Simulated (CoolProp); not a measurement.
Vapour-liquid equilibrium of toluene (1) + p-xylene (2) at 0.943 MPa; x and y are mole fractions of (1).

Model: multi-fluid Helmholtz-energy mixture model, Lemmon 2006 and Zhou 2012; pair parameters Bell 2016, in CoolProp.

| x | bubble temperature (K) | y at the bubble point | dew temperature at overall composition x (K) | liquid density (mol/L) |
|---|---|---|---|---|
| 0.05 | 518.1 | 0.073 | 518.7 | 5.958 |
| 0.125 | 515.1 | 0.176 | 516.6 | 6.047 |
| 0.2 | 512.2 | 0.274 | 514.4 | 6.137 |
| 0.275 | 509.4 | 0.365 | 512.2 | 6.228 |
| 0.35 | 506.7 | 0.451 | 509.9 | 6.319 |
| 0.425 | 504.0 | 0.531 | 507.5 | 6.411 |
| 0.5 | 501.4 | 0.605 | 505.0 | 6.504 |
| 0.575 | 499.0 | 0.675 | 502.5 | 6.597 |
| 0.65 | 496.6 | 0.741 | 499.9 | 6.690 |
| 0.725 | 494.2 | 0.803 | 497.2 | 6.785 |
| 0.8 | 492.0 | 0.860 | 494.3 | 6.881 |
| 0.875 | 489.9 | 0.915 | 491.4 | 6.978 |
| 0.95 | 487.8 | 0.967 | 488.5 | 7.076 |

No azeotrope shows between x = 0.05 and 0.95.

Pair parameters are fitted to limited data, so mixtures are less certain than the pure fluids.
